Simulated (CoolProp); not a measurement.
Saturation properties of fluorine.

The numbers come from the reference Helmholtz-energy equation of state, de Reuck 1990 in CoolProp.

```csv
T (K),p (kPa),liquid density (kg/m³),enthalpy of vaporisation (kJ/kg)
68.5,9.145,1612,188.2
72.2,17.41,1588,185.3
76,31.40,1563,182.3
79.7,52.55,1539,179.2
83.5,84.66,1513,175.8
87.2,129.0,1487,172.3
91,191.2,1459,168.5
94.7,271.5,1431,164.5
98.5,377.9,1402,160.2
```

It boils at 85.0 K under 1 atm.
